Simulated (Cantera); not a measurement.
Charge: 1 mol SiC, 0.26 mol H2O, 25 mol N2, 2 mol CO2, at 1048 K and 75.0 Torr.

Method: chemical equilibrium by Gibbs-energy minimisation in Cantera with the NASA 1993 tables (ideal gas, pure condensed phases). Candidate condensed phases: C, C6H6, C7H8, C8H18, H2O, Si, SiC, SiO2, Si2N2O, Si3N4; 151 gas species. Equilibrium is a limit: real reactors are often held back by kinetics, nucleation or transport.

Base state: N2 0.909, CO 0.0818, H2 0.00943, CO2 0.000149, H2O 1.44e-5 (mole fractions); condensed: C(graphite) + SiO2(β-quartz).

Problem. What changes in the equilibrium state with this change: H2O from 0.26 to 0.05 mol?

Solution. 
| species | before | after |
|---|---|---|
| N2 | 0.909 | 0.923 |
| CO | 0.0818 | 0.0754 |
| H2 | 0.00943 | 0.00184 |
| H2O | 1.44e-5 | 2.60e-6 |
| CO2 | 0.000149 | 0.000126 |
| C(graphite), mol | 0.744 | 0.953 |
| SiO2(β-quartz), mol | 1.00 | 1.00 |
